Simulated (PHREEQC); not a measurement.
Model water analysis in mg/kgw, 25 °C, pH 7.49, pe 12.2:

```tsv
constituent	mg/kgw
Na	54.8
K	133
Ca	30.6
Mg	0.856
Cl	75.2
S(6) as SO4	122
Alkalinity as HCO3	156
Br	5.64
Sr	2.55
Li	0.00684
```

Cl is adjusted to close the charge balance.
Valence states are taken as typed.

Equilibrium calculation in PHREEQC: ion-association model, wateq4f.dat.

This is a speciation only: nothing precipitates in the calculation.

Order these C species by the share of C that they hold, largest first: CO2, HCO3-, CaHCO3+, CO3-2, NaHCO3.

HCO3- (93 %), CO2 (6.1 %), CaHCO3+ (0.54 %), CO3-2 (0.18 %), NaHCO3 (0.10 %)

Order these Ca species by the share of Ca that they hold, largest first: CaHCO3+, CaSO4, Ca+2, CaCO3.

Ca+2 (88 %), CaSO4 (9.4 %), CaHCO3+ (1.9 %), CaCO3 (0.33 %)

The pH is 7.49 and the ionic strength 0.00913 mol/kgw. Complexes and solids missing from the database can't appear.
